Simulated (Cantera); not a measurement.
Stirred combustor or abatement burner

A perfectly stirred reactor is fed with H2 : O2 : N2 = 1 : 0.385 : 1.45 (molar parts), at 1.01 bar; it is adiabatic with a 773 K inlet, and is followed from long to short residence time, starting on the burning branch (τ in s: 0.15, 0.069, 0.032, 0.015, 0.0067, 0.0031, 0.0014, 0.00066, 0.0003, 0.00014, 6.4e-05, 3e-05).

Model: GRI-Mech 3.0 (53 species, 325 reactions), integrated in Cantera.

```tsv
τ (s)	T (K)	x H2	x O2	x HO2	x H2O	x N2O
0.15	2594	0.0950	0.000878	5.20e-7	0.298	7.06e-8
0.069	2591	0.0950	0.000909	5.37e-7	0.298	6.95e-8
0.032	2586	0.0950	0.000975	5.72e-7	0.297	6.72e-8
0.015	2577	0.0950	0.00111	6.43e-7	0.296	6.32e-8
0.0067	2556	0.0950	0.00141	7.96e-7	0.294	5.64e-8
0.0031	2518	0.0951	0.00197	1.07e-6	0.290	4.80e-8
0.0014	2452	0.0955	0.00301	1.53e-6	0.284	3.93e-8
0.00066	2360	0.0960	0.00456	2.22e-6	0.276	3.31e-8
0.00030	2232	0.0963	0.00680	3.37e-6	0.265	3.00e-8
0.00014	2085	0.0962	0.00956	5.12e-6	0.253	2.95e-8
6.4e-5	1919	0.0956	0.0131	7.96e-6	0.242	2.97e-8
3.0e-5	1751	0.0967	0.0178	1.26e-5	0.229	2.90e-8
```
x: mole fraction; the columns are a selection and need not sum to one.
